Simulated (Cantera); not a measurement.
A Cantera script and what it prints.

```python
import numpy as np
import cantera as ct

gas_names = """
    Cu CuO Cu2 H HO2 H2 H2O H2O2 O OH O2 O3
""".split()
cond_names = """
    Cu(cr) Cu(L) CuO(s) CuO2H2(s) Cu2O(s) Cu2O(L) H2O(s) H2O(L)
""".split()


# ... load() reads the species with a 1 bar reference pressure and builds the phases ...
atoms = {
    'Cu2O': {'Cu': 2, 'O': 1},
    'H2': {'H': 2},
}
top_T = {'CuO(s)': 1390}  # K; cautious upper limits of use, not melting points


# ... equilibrate(T, P, feed) seeds the gas with the atoms and calls Mixture.equilibrate('TP', solver="vcs", rtol=1e-11, max_steps=5000) ...
results = []
P = 10  # Pa
for T in [1348, 1423, 1498, 1573, 1648, 1723, 1798, 1873, 1948, 2023, 2098]:
    for m in [0.45, 0.51, 0.58, 0.66, 0.74, 0.84, 0.95, 1.1, 1.2, 1.4, 1.5, 1.7, 2]:
        feed = {'Cu2O': 1, 'H2': m}  # mol
        mix = equilibrate(T, P, feed)
        results.append((T, P, feed, dict(zip(mix.species_names, mix.species_moles))))

for T, P, feed, n in results:
    print(f"{T:7g} {feed['H2']:10.4g}  " + (" + ".join(c for c in cond_names if n.get(c, 0) > 1e-12) or "gas only"))
```

Result:

```
   1348       0.45  Cu(cr) + Cu2O(s)
   1348       0.51  Cu(cr) + Cu2O(s)
   1348       0.58  Cu(cr) + Cu2O(s)
   1348       0.66  Cu(cr) + Cu2O(s)
   1348       0.74  Cu(cr) + Cu2O(s)
   1348       0.84  Cu(cr) + Cu2O(s)
   1348       0.95  Cu(cr)
   1348        1.1  Cu(cr)
   1348        1.2  Cu(cr)
   1348        1.4  Cu(cr)
   1348        1.5  Cu(cr)
   1348        1.7  Cu(cr)
   1348          2  Cu(cr)
   1423       0.45  Cu(L) + Cu2O(s)
   1423       0.51  Cu(L) + Cu2O(s)
   1423       0.58  Cu(L) + Cu2O(s)
   1423       0.66  Cu(L) + Cu2O(s)
   1423       0.74  Cu(L)
   1423       0.84  Cu(L)
   1423       0.95  Cu(L)
   1423        1.1  Cu(L)
   1423        1.2  Cu(L)
   1423        1.4  Cu(L)
   1423        1.5  Cu(L)
   1423        1.7  Cu(L)
   1423          2  Cu(L)
   1498       0.45  Cu(L)
   1498       0.51  Cu(L)
   1498       0.58  Cu(L)
   1498       0.66  Cu(L)
   1498       0.74  Cu(L)
   1498       0.84  Cu(L)
   1498       0.95  Cu(L)
   1498        1.1  Cu(L)
   1498        1.2  Cu(L)
   1498        1.4  Cu(L)
   1498        1.5  Cu(L)
   1498        1.7  Cu(L)
   1498          2  Cu(L)
   1573       0.45  Cu(L)
   1573       0.51  Cu(L)
   1573       0.58  Cu(L)
   1573       0.66  Cu(L)
   1573       0.74  Cu(L)
   1573       0.84  Cu(L)
   1573       0.95  Cu(L)
   1573        1.1  Cu(L)
   1573        1.2  Cu(L)
   1573        1.4  Cu(L)
   1573        1.5  Cu(L)
   1573        1.7  Cu(L)
   1573          2  Cu(L)
   1648       0.45  gas only
   1648       0.51  gas only
   1648       0.58  gas only
   1648       0.66  gas only
   1648       0.74  gas only
   1648       0.84  gas only
   1648       0.95  gas only
   1648        1.1  gas only
   1648        1.2  gas only
   1648        1.4  gas only
   1648        1.5  gas only
   1648        1.7  gas only
   1648          2  gas only
   1723       0.45  gas only
   1723       0.51  gas only
   1723       0.58  gas only
   1723       0.66  gas only
   1723       0.74  gas only
   1723       0.84  gas only
   1723       0.95  gas only
   1723        1.1  gas only
   1723        1.2  gas only
   1723        1.4  gas only
   1723        1.5  gas only
   1723        1.7  gas only
   1723          2  gas only
   1798       0.45  gas only
   1798       0.51  gas only
   1798       0.58  gas only
   1798       0.66  gas only
   1798       0.74  gas only
   1798       0.84  gas only
   1798       0.95  gas only
   1798        1.1  gas only
   1798        1.2  gas only
   1798        1.4  gas only
   1798        1.5  gas only
   1798        1.7  gas only
   1798          2  gas only
   1873       0.45  gas only
   1873       0.51  gas only
   1873       0.58  gas only
   1873       0.66  gas only
   1873       0.74  gas only
   1873       0.84  gas only
   1873       0.95  gas only
   1873        1.1  gas only
   1873        1.2  gas only
   1873        1.4  gas only
   1873        1.5  gas only
   1873        1.7  gas only
   1873          2  gas only
   1948       0.45  gas only
   1948       0.51  gas only
   1948       0.58  gas only
   1948       0.66  gas only
   1948       0.74  gas only
   1948       0.84  gas only
   1948       0.95  gas only
   1948        1.1  gas only
   1948        1.2  gas only
   1948        1.4  gas only
   1948        1.5  gas only
   1948        1.7  gas only
   1948          2  gas only
   2023       0.45  gas only
   2023       0.51  gas only
   2023       0.58  gas only
   2023       0.66  gas only
   2023       0.74  gas only
   2023       0.84  gas only
   2023       0.95  gas only
   2023        1.1  gas only
   2023        1.2  gas only
   2023        1.4  gas only
   2023        1.5  gas only
   2023        1.7  gas only
   2023          2  gas only
   2098       0.45  gas only
   2098       0.51  gas only
   2098       0.58  gas only
   2098       0.66  gas only
   2098       0.74  gas only
   2098       0.84  gas only
   2098       0.95  gas only
   2098        1.1  gas only
   2098        1.2  gas only
   2098        1.4  gas only
   2098        1.5  gas only
   2098        1.7  gas only
   2098          2  gas only
```

These are equilibrium values from Cantera (NASA tables, ideal gas, pure condensed phases), not measurements of a reactor. Mutual solubility and eutectic melting of coexisting phases are not modelled.
